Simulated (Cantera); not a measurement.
Silicon epitaxy and polysilicon growth: SiH₂Cl₂ + N₂

Feed: 1 mol SiH₂Cl₂, a varied amount of N₂, held at 1298 K and 75.0 Torr.

These are equilibrium values from Cantera (NASA tables, ideal gas, pure condensed phases), not measurements of a reactor. Candidate condensed phases: NH₄Cl, Si, Si₃N₄; 28 gas species. N₂ is the only nitrogen source here; it is nearly inert below about 1500 K, so the nitride shown seldom forms there in practice. The tables' values for SiCl₃ are old estimates; treat these amounts as uncertain. The numbers say what is thermodynamically allowed, not how fast it happens.

```csv
n(N₂) (mol),log p N₂,log p HCl,log p H₂,log p SiCl₄,log p SiCl₃,n Si₃N₄(s)
13,-1.06,-2.02,-2.65,-2.98,-4.12,0.278
21,-1.04,-2.20,-2.89,-3.23,-4.30,0.283
29,-1.03,-2.32,-3.05,-3.39,-4.43,0.286
37,-1.02,-2.41,-3.18,-3.52,-4.53,0.289
45,-1.02,-2.49,-3.28,-3.63,-4.61,0.290
53,-1.02,-2.55,-3.36,-3.71,-4.67,0.292
61,-1.01,-2.61,-3.44,-3.79,-4.73,0.293
```
log p: log10 of the partial pressure in bar; n: condensed amount in mol.

From 13 mol N₂ to 61 mol N₂ the condensed part is Si₃N₄(s). The main Si-bearing gas is SiCl₄ throughout. The share of Si in condensed phases is highest at 61 mol N₂ (87.9 %) and lowest at 13 mol N₂ (83.5 %).
